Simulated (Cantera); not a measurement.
An adiabatic, constant-pressure homogeneous reactor starts with CH₄ : C₂H₆ : C₃H₈ : O₂ : N₂ = 1 : 0.29 : 0.39 : 7.2 : 27.1 (molar parts), equivalence ratio 0.69, at 1025 K and 5.00 bar. Integrator tolerance rtol = 1e-08.

Computed with Cantera and GRI-Mech 3.0 (53 species, 325 reactions). GRI-Mech 3.0 was tuned for natural gas; its chemistry of propane as a main component is partial and can be far from experiment.

Question: What does this change do: 0.11 parts H2 added?

Answer: 
```csv
quantity,before,after
time of steepest temperature rise,16.2 ms,14.4 ms
temperature at 5.00 s,2377 K,2389 K
equilibrium temperature,2377 K,2389 K
x(CH₄) at 5.00 s,<1e-12 (gas-phase equilibrium <1e-12),<1e-12 (gas-phase equilibrium <1e-12)
x(C₂H₆) at 5.00 s,<1e-12 (gas-phase equilibrium <1e-12),<1e-12 (gas-phase equilibrium <1e-12)
x(C₃H₈) at 5.00 s,<1e-12 (gas-phase equilibrium <1e-12),<1e-12 (gas-phase equilibrium <1e-12)
x(CO₂) at 5.00 s,0.0725 (gas-phase equilibrium 0.0725),0.0722 (gas-phase equilibrium 0.0722)
x(H₂O) at 5.00 s,0.118 (gas-phase equilibrium 0.118),0.120 (gas-phase equilibrium 0.120)
```

Question: What does this change do: initial temperature 1025 to 1350 K?

Answer: 
```json
[
 {"quantity": "time of steepest temperature rise", "before": "16.2 ms", "after": "0.143 ms"},
 {"quantity": "temperature at 5.00 s", "before": "2377 K", "after": "2590 K"},
 {"quantity": "equilibrium temperature", "before": "2377 K", "after": "2590 K"},
 {"quantity": "x(CH₄) at 5.00 s", "before": "<1e-12 (gas-phase equilibrium <1e-12)", "after": "<1e-12 (gas-phase equilibrium <1e-12)"},
 {"quantity": "x(C₂H₆) at 5.00 s", "before": "<1e-12 (gas-phase equilibrium <1e-12)", "after": "<1e-12 (gas-phase equilibrium <1e-12)"},
 {"quantity": "x(C₃H₈) at 5.00 s", "before": "<1e-12 (gas-phase equilibrium <1e-12)", "after": "<1e-12 (gas-phase equilibrium <1e-12)"},
 {"quantity": "x(CO₂) at 5.00 s", "before": "0.0725 (gas-phase equilibrium 0.0725)", "after": "0.0672 (gas-phase equilibrium 0.0672)"},
 {"quantity": "x(H₂O) at 5.00 s", "before": "0.118 (gas-phase equilibrium 0.118)", "after": "0.113 (gas-phase equilibrium 0.113)"}
]
```
